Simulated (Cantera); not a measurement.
A Cantera script and its output.

```python
import numpy as np
import cantera as ct

gas = ct.Solution("gri30.yaml")


def delay(T, t_max=10):
    gas.TPX = T, 150000, {'CH4': 1, 'O2': 3.51, 'N2': 13.2}
    reactor = ct.IdealGasConstPressureReactor(gas, clone=False)
    net = ct.ReactorNet([reactor])
    net.rtol, net.atol = 1e-8, 1e-16
    while net.time < t_max:
        t_old, T_old = net.time, reactor.T
        net.step()
        if reactor.T > T + 400:  # ignition: a rise of 400 K
            return t_old + (T + 400 - T_old) / (reactor.T - T_old) * (net.time - t_old)
    return np.nan


taus = []
for T in [1123, 1173, 1223, 1273, 1323, 1373, 1423, 1473, 1523]:
    taus.append(delay(T))
    print(f"T0 = {T:6g} K   tau = {taus[-1]:.4e} s")
```

Output:

```
T0 =   1123 K   tau = 7.3666e-02 s
T0 =   1173 K   tau = 3.5170e-02 s
T0 =   1223 K   tau = 1.7437e-02 s
T0 =   1273 K   tau = 8.9711e-03 s
T0 =   1323 K   tau = 4.7875e-03 s
T0 =   1373 K   tau = 2.6509e-03 s
T0 =   1423 K   tau = 1.5246e-03 s
T0 =   1473 K   tau = 9.1195e-04 s
T0 =   1523 K   tau = 5.6757e-04 s
```

Cantera simulation using GRI-Mech 3.0 (53 species, 325 reactions); the numbers are that mechanism's predictions, not measurements.
